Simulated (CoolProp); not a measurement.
Computed with CoolProp (reference Helmholtz-energy equation of state, Lemmon 2006). It is a short technical equation, of lower accuracy than the large ones.

Task: Give the vapour pressure (MPa), enthalpy of vaporisation (kJ/kg), vapour Z, surface tension (mN/m) of saturated acetone at 380.5, 407.7 K.

Result: 
```json
[
 {"T (K)": "380.5", "p (MPa)": "0.448", "enthalpy of vaporisation (kJ/kg)": "439", "vapour Z": "0.872", "surface tension (mN/m)": "12.7"},
 {"T (K)": "407.7", "p (MPa)": "0.834", "enthalpy of vaporisation (kJ/kg)": "399", "vapour Z": "0.812", "surface tension (mN/m)": "9.65"}
]
```

Surface tension comes from a separate correlation (Mulero 2012).
